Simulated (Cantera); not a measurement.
What does this Cantera script print?

```python
import numpy as np
import cantera as ct

gas_names = """
    Ba BaF BaF2 F F2 H HF H2 H2F2 H3F3 H4F4 H5F5 H6F6 H7F7
""".split()
cond_names = """
    Ba(cr) Ba(L) BaF2(a) BaF2(b,c) BaF2(L)
""".split()


# ... load() reads the species with a 1 bar reference pressure and builds the phases ...
atoms = {
    'BaF2': {'Ba': 1, 'F': 2},
    'HF': {'H': 1, 'F': 1},
    'H2': {'H': 2},
}
top_T = {}  # K; cautious upper limits of use, not melting points


# ... equilibrate(T, P, feed) seeds the gas with the atoms and calls Mixture.equilibrate('TP', solver="vcs", rtol=1e-11, max_steps=5000) ...
results = []
feed = {'BaF2': 1, 'HF': 0.3, 'H2': 190}  # mol
P = 1000  # Pa
for T in [950, 1050, 1150, 1250, 1350, 1450, 1550, 1650, 1750, 1850, 1950, 2050, 2150]:
    mix = equilibrate(T, P, feed)
    results.append((T, P, feed, dict(zip(mix.species_names, mix.species_moles))))
    x = sorted(zip(gas.X, gas.species_names), reverse=True)
    print(f"T = {T:g} K  P = {P:g} Pa  gas = {mix.phase_moles(0):.4g} mol")
    print("   x: " + "  ".join(f"{s} {v:.3e}" for v, s in x if v > 0.001))
    print("   condensed (mol): " + ("  ".join(f"{mix.phase(i).name} {mix.phase_moles(i):.4g}"
          for i in range(1, mix.n_phases) if mix.phase_moles(i) > 1e-12) or "none"))
```

Output:

```
T = 950 K  P = 1000 Pa  gas = 190.3 mol
   x: H2 9.984e-01  HF 1.576e-03
   condensed (mol): BaF2(a) 1
T = 1050 K  P = 1000 Pa  gas = 190.3 mol
   x: H2 9.984e-01  HF 1.576e-03
   condensed (mol): BaF2(a) 1
T = 1150 K  P = 1000 Pa  gas = 190.3 mol
   x: H2 9.984e-01  HF 1.576e-03
   condensed (mol): BaF2(a) 0.9999
T = 1250 K  P = 1000 Pa  gas = 190.3 mol
   x: H2 9.984e-01  HF 1.576e-03
   condensed (mol): BaF2(a) 0.9983
T = 1350 K  P = 1000 Pa  gas = 190.3 mol
   x: H2 9.983e-01  HF 1.579e-03
   condensed (mol): BaF2(a) 0.9756
T = 1450 K  P = 1000 Pa  gas = 190.6 mol
   x: H2 9.970e-01  HF 1.652e-03  BaF2 1.159e-03
   condensed (mol): BaF2(a) 0.7643
T = 1550 K  P = 1000 Pa  gas = 191.4 mol
   x: H2 9.922e-01  BaF2 4.557e-03  HF 2.238e-03
   condensed (mol): none
T = 1650 K  P = 1000 Pa  gas = 191.5 mol
   x: H2 9.911e-01  BaF2 4.001e-03  HF 2.798e-03  BaF 1.210e-03
   condensed (mol): none
T = 1750 K  P = 1000 Pa  gas = 191.7 mol
   x: H2 9.890e-01  HF 3.497e-03  BaF2 3.319e-03  H 2.313e-03  BaF 1.862e-03
   condensed (mol): none
T = 1850 K  P = 1000 Pa  gas = 192.1 mol
   x: H2 9.852e-01  H 5.347e-03  HF 4.264e-03  BaF2 2.594e-03  BaF 2.522e-03
   condensed (mol): none
T = 1950 K  P = 1000 Pa  gas = 192.7 mol
   x: H2 9.784e-01  H 1.134e-02  HF 5.031e-03  BaF 3.077e-03  BaF2 1.913e-03
   condensed (mol): none
T = 2050 K  P = 1000 Pa  gas = 193.9 mol
   x: H2 9.668e-01  H 2.231e-02  HF 5.749e-03  BaF 3.435e-03  BaF2 1.340e-03
   condensed (mol): none
T = 2150 K  P = 1000 Pa  gas = 195.8 mol
   x: H2 9.474e-01  H 4.105e-02  HF 6.400e-03  BaF 3.548e-03
   condensed (mol): none
```

Cantera equilibrium calculation (NASA polynomials, part measured and part estimated; ideal gas, pure solids and liquids).
